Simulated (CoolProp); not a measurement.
Vapour-liquid equilibrium of toluene (1) + ethylbenzene (2) at 32.05 °C; x and y are mole fractions of (1).

Model: multi-fluid Helmholtz-energy mixture model, Lemmon 2006 and Zhou 2012; pair parameters Bell 2016, in CoolProp.

Question: Give the bubble pressure and the first vapour's composition at x = 0.05, 0.15, 0.45. Is there an azeotrope?

Answer: x = 0.05: 0.02078 bar, y = 0.134; x = 0.15: 0.02425 bar, y = 0.333; x = 0.45: 0.03415 bar, y = 0.690. No azeotrope shows between x = 0.05 and 0.95.

The pair parameters rest on a limited set of measurements; away from them the model extrapolates. The gap from Raoult's law changes sign with composition, which may be real or a fault of the pair parameters; it wasn't checked against measurements.
